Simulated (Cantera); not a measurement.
Charge: 1 mol SiH₂Cl₂, 0.0041 mol Cl₂, 620 mol H₂, equilibrated at 1200 °C and 0.190 bar.

Method: chemical equilibrium by Gibbs-energy minimisation in Cantera with the NASA 1993 tables (ideal gas, pure condensed phases). Candidate condensed phases: Si; 19 gas species. Kinetics and transport are ignored.

Base state: H₂ 0.997, HCl 0.00316, SiCl₂ 3.16e-5, H 2.90e-5 (mole fractions); condensed: Si(s).

Problem. What changes in the equilibrium state with this change: SiH₂Cl₂ replaced by Si₂Cl₆?

Solution. 
```json
[
 {"species": "H₂", "before": "0.997", "after": "0.991"},
 {"species": "HCl", "before": "0.00316", "after": "0.00910"},
 {"species": "SiCl₂", "before": "3.16e-5", "after": "0.000263"},
 {"species": "H", "before": "2.90e-5", "after": "2.89e-5"},
 {"species": "Si(s), mol", "before": "0.979", "after": "1.83"}
]
```
The feed counts by its element totals alone.
